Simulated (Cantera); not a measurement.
Cantera with NASA thermochemical tables; ideal gases at 1 bar, condensed phases pure. Values are per mole of reaction as written; species without (g) are pure solids or liquids, kept so even where they would boil at 1 bar.

Q: Between 300 and 1448 K, where is each reaction favourable under standard conditions?
- 2 H(g) + 2 Cu₂O ⇌ 4 Cu + H₂O₂(g)
- 4 Cu(OH)₂ ⇌ 2 Cu₂O + 4 H₂O(g) + O₂(g)

A: 
- 2 H(g) + 2 Cu₂O ⇌ 4 Cu + H₂O₂(g): ΔG° is -217 kJ at 300 K and -134 kJ at 1448 K; it stays negative (K > 1). ΔH° is -210 kJ and ΔS° -53 J/K at 1448 K.
- 4 Cu(OH)₂ ⇌ 2 Cu₂O + 4 H₂O(g) + O₂(g): ΔG° is 279 kJ at 300 K and -420 kJ at 1448 K; it changes sign between 300 and 848 K. ΔH° is 372 kJ and ΔS° 547 J/K at 1448 K.
